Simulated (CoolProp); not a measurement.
Properties of n-octane along the isotherm 620 K (Tc = 568.7 K, pc = 2.484 MPa, ω = 0.398).

Values from CoolProp's reference Helmholtz-energy equation of state, Beckmüller 2019.

| p (MPa) | phase | density (kg/m³) | Joule-Thomson coefficient (K/MPa) | viscosity (µPa s) | Prandtl number | fugacity coefficient |
|---|---|---|---|---|---|---|
| 1.77 | gas | 49.52 | 7.860 | 12.7 | 0.797 | 0.8199 |
| 3.55 | supercritical | 149.6 | 11.03 | 18.7 | 1.29 | 0.6564 |
| 5.32 | supercritical | 305.6 | 3.798 | 34.8 | 2.19 | 0.5209 |
| 7.1 | supercritical | 361.3 | 1.546 | 43.7 | 2.40 | 0.4388 |
| 8.87 | supercritical | 390.8 | 0.8889 | 49.7 | 2.53 | 0.3898 |
| 10.6 | supercritical | 410.8 | 0.5781 | 54.6 | 2.64 | 0.3589 |
| 12.4 | supercritical | 426.9 | 0.3856 | 59.1 | 2.74 | 0.3374 |
| 14.2 | supercritical | (withheld) | 0.2582 | 63.2 | 2.83 | 0.3230 |
| 16 | supercritical | 451.2 | 0.1673 | 67.1 | 2.91 | 0.3135 |
| 17.7 | supercritical | 460.4 | 0.1023 | 70.5 | 2.98 | 0.3078 |
| 19.5 | supercritical | 469.0 | 0.04830 | 74.0 | 3.05 | 0.3045 |
| 21.3 | supercritical | 476.8 | 0.005051 | 77.4 | 3.12 | 0.3033 |
| 23.1 | supercritical | 483.9 | -0.03039 | 80.6 | (withheld) | 0.3038 |
| 24.8 | supercritical | 490.0 | (withheld) | 83.6 | 3.24 | 0.3058 |

Task: Fill in the missing entries.

Result: 
- 14.2, density (kg/m³): 440.0
- 23.1, Prandtl number: 3.18
- 24.8, Joule-Thomson coefficient (K/MPa): -0.05845

Viscosity comes from a separate model (Huber 2004). Thermal conductivity comes from a separate model (Huber 2005).
